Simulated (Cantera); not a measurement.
Feed: 1 mol NaCl, 0.12 mol O2, 440 mol N2, equilibrated at 2.70 mbar.

These are equilibrium values from Cantera (NASA tables, ideal gas, pure condensed phases), not measurements of a reactor. Candidate condensed phases: Na, NaCl, NaO2, Na2O, Na2O2; 18 gas species. Rates play no part. All values below are at 2000 K.

Base state: N2 0.996, NaCl 0.00131, Cl 0.000955, Na 0.000955, NO 0.000195, O 0.000134, O2 0.000108 (mole fractions); condensed: gas only.

Task: What changes in the equilibrium state with this change: O2 from 0.12 to 6.3 mol?

Result: 
```tsv
species	before	after
N2	0.996	0.981
O2	0.000108	0.0123
NO	0.000195	0.00207
NaCl	0.00131	0.00129
O	0.000134	0.00143
Na	0.000955	0.000946
Cl	0.000955	0.000946
```

Task: What changes in the equilibrium state with this change: pressure from 2.70 mbar to 1.30 mbar?

Result: 
```tsv
species	before	after
N2	0.996	0.996
Cl	0.000955	0.00123
Na	0.000955	0.00123
NaCl	0.00131	0.00104
O	0.000134	0.000178
O2	0.000108	9.23e-5
NO	0.000195	0.000180
```
